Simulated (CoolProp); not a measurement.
R1123 along the isotherm 39.85 °C: fugacity coefficient from the reference equation and from simpler models built on Tc = 58.6 °C, pc = 4.549 MPa, ω = 0.243; each cubic takes its own stable root.

Model: reference Helmholtz-energy equation of state, Akasaka 2020, in CoolProp.

```json
[
 {"p (MPa)": "1.43", "phase": "gas", "reference": "0.8687", "van der Waals": "0.8932", "Redlich-Kwong": "0.8757", "Peng-Robinson": "0.8617"},
 {"p (MPa)": "2.86", "phase": "gas", "reference": "0.7377", "van der Waals": "0.7848", "Redlich-Kwong": "0.7525", "Peng-Robinson": "0.7278"},
 {"p (MPa)": "4.29", "phase": "liquid", "reference": "0.5308", "van der Waals": "0.6313", "Redlich-Kwong": "0.5691", "Peng-Robinson": "0.5269"},
 {"p (MPa)": "5.71", "phase": "liquid", "reference": "0.4181", "van der Waals": "0.5110", "Redlich-Kwong": "0.4529", "Peng-Robinson": "0.4160"},
 {"p (MPa)": "7.14", "phase": "liquid", "reference": "0.3503", "van der Waals": "0.4388", "Redlich-Kwong": "0.3828", "Peng-Robinson": "0.3490"},
 {"p (MPa)": "8.57", "phase": "liquid", "reference": "0.3055", "van der Waals": "0.3915", "Redlich-Kwong": "0.3363", "Peng-Robinson": "0.3046"},
 {"p (MPa)": "10", "phase": "liquid", "reference": "0.2738", "van der Waals": "0.3586", "Redlich-Kwong": "0.3035", "Peng-Robinson": "0.2732"},
 {"p (MPa)": "11.4", "phase": "liquid", "reference": "0.2508", "van der Waals": "0.3353", "Redlich-Kwong": "0.2798", "Peng-Robinson": "0.2502"},
 {"p (MPa)": "12.9", "phase": "liquid", "reference": "0.2321", "van der Waals": "0.3169", "Redlich-Kwong": "0.2604", "Peng-Robinson": "0.2315"},
 {"p (MPa)": "14.3", "phase": "liquid", "reference": "0.2184", "van der Waals": "0.3040", "Redlich-Kwong": "0.2463", "Peng-Robinson": "0.2177"},
 {"p (MPa)": "15.7", "phase": "liquid", "reference": "0.2074", "van der Waals": "0.2942", "Redlich-Kwong": "0.2351", "Peng-Robinson": "0.2067"},
 {"p (MPa)": "17.1", "phase": "liquid", "reference": "0.1985", "van der Waals": "0.2867", "Redlich-Kwong": "0.2260", "Peng-Robinson": "0.1976"},
 {"p (MPa)": "18.6", "phase": "liquid", "reference": "0.1907", "van der Waals": "0.2808", "Redlich-Kwong": "0.2182", "Peng-Robinson": "0.1897"},
 {"p (MPa)": "20", "phase": "liquid", "reference": "0.1847", "van der Waals": "0.2769", "Redlich-Kwong": "0.2122", "Peng-Robinson": "0.1836"}
]
```
